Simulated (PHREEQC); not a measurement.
0.25 g of hydrous ferric oxide (600 m²/g; 0.2 weak and 0.005 strong sites per Fe, Dzombak-Morel constants, diffuse double layer) in 1 kg of water with 0.05 mol/kgw of an inert sodium salt and 0.00032 mol/kgw Na2SeO4, at 25 °C; the pH is set by adding NaOH or the inert anion's acid. Oxygen is held at 0.21 atm. The system is closed to CO2. Precipitation was switched off in this run.

Computed with PHREEQC (ion-association model, wateq4f.dat).

```tsv
pH	Se sorbed (%)	surface charge σ (C/m²)	surface potential ψ (mV)
4	62.0	0.100	105
4.38	59.2	0.095	102
4.75	54.6	…	99
5.12	48.1	0.079	93
5.5	39.8	0.069	87
5.88	30.3	…	79
6.25	…	0.049	71
6.62	12.5	0.040	61
7	5.8	0.030	50
7.38	2.0	0.019	35
7.75	…	0.009	18
8.12	0.1	0.000	…
8.5	0.0	-0.011	-20
8.88	0.0	-0.022	-39
9.25	0.0	-0.036	…
9.62	0.0	-0.053	-74
10	0.0	-0.075	-90
```

Task: Some entries are withheld; supply them.

Result: 
- 4.75, surface charge σ (C/m²): 0.088
- 5.88, surface charge σ (C/m²): 0.059
- 6.25, Se sorbed (%): 21.0
- 7.75, Se sorbed (%): 0.5
- 8.12, surface potential ψ (mV): -1
- 9.25, surface potential ψ (mV): -57

Species that the database lacks are ignored.
